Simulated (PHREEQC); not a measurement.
Solution (20 °C): 0.0017 mol NaOH, 0.072 mol H3BO3 and 0.075 mol HCl per kg of water. Closed to the air; pH follows from the charge balance.

All values are PHREEQC results (ion-association model, wateq4f.dat), not measurements.

Precipitation was switched off in this run.

Estimate the pH.

pH 1.21.

Complexes and solids missing from the database can't appear.
